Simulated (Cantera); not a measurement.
An adiabatic, constant-pressure homogeneous reactor starts with CO : H2 : O2 : N2 : H2O = 1 : 0.032 : 0.272 : 1.02 : 0.012 (molar parts), at 1650 K and 1.00 atm.

Cantera simulation using GRI-Mech 3.0 (53 species, 325 reactions); the numbers are that mechanism's predictions, not measurements.

Task: Predict: time of steepest temperature rise; temperature at 0.300 s; equilibrium temperature; x(CO) at 0.300 s; x(H2) at 0.300 s; x(O2) at 0.300 s; x(OH) at 0.300 s; x(H2O) at 0.300 s; x(NO) at 0.300 s.

Result: time of steepest temperature rise: 38.1 µs
temperature at 0.300 s: 2861 K
equilibrium temperature: 2861 K
x(CO) at 0.300 s: 0.279 (gas-phase equilibrium 0.279)
x(H2) at 0.300 s: 0.00249 (gas-phase equilibrium 0.00249)
x(O2) at 0.300 s: 0.0173 (gas-phase equilibrium 0.0173)
x(OH) at 0.300 s: 0.00715 (gas-phase equilibrium 0.00715)
x(H2O) at 0.300 s: 0.0119 (gas-phase equilibrium 0.0119)
x(NO) at 0.300 s: 0.00890 (gas-phase equilibrium 0.00890)
